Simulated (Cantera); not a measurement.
Charge: 1 mol Ca(OH)2, 0.21 mol CO2, 0.13 mol H2, held at 1248.15 K and 5.40 Torr.

These are equilibrium values from Cantera (NASA tables, ideal gas, pure condensed phases), not measurements of a reactor. Candidate condensed phases: C, C6H6, C7H8, C8H18, Ca, CaCO3, CaO, Ca(OH)2, H2O; 115 gas species. Rates play no part.

Base state: H2O 0.767, CO2 0.136, H2 0.0761, CO 0.0210 (mole fractions); condensed: CaO(s).

**Question.** What changes in the equilibrium state with this change: H2 from 0.13 to 0.048 mol?

**Answer.** 
```json
[
 {"species": "H2O", "before": "0.767", "after": "0.804"},
 {"species": "CO2", "before": "0.136", "after": "0.158"},
 {"species": "H2", "before": "0.0761", "after": "0.0292"},
 {"species": "CO", "before": "0.0210", "after": "0.00894"},
 {"species": "CaO(s), mol", "before": "1.00", "after": "1.00"}
]
```
